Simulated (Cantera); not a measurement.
Mixture: CH3OH : O2 : N2 = 1 : 1.83 : 6.88 (molar parts), equivalence ratio 0.82, at 5.00 bar, adiabatic and at constant volume. Ignition delay is the time to a rise of 400 K.

Detailed kinetics in Cantera: GRI-Mech 3.0 (53 species, 325 reactions). GRI-Mech 3.0 was tuned for natural gas; its chemistry of methanol as a main component is partial and can be far from experiment.

Predict: delay at 1275 K; delay at 1350 K; delay at 1425 K; delay at 1500 K; delay at 1575 K; apparent activation energy between 1425 and 1575 K.

delay at 1275 K: 0.782 ms
delay at 1350 K: 0.280 ms
delay at 1425 K: 0.114 ms
delay at 1500 K: 52.3 µs
delay at 1575 K: 26.4 µs
apparent activation energy between 1425 and 1575 K: 180 kJ/mol
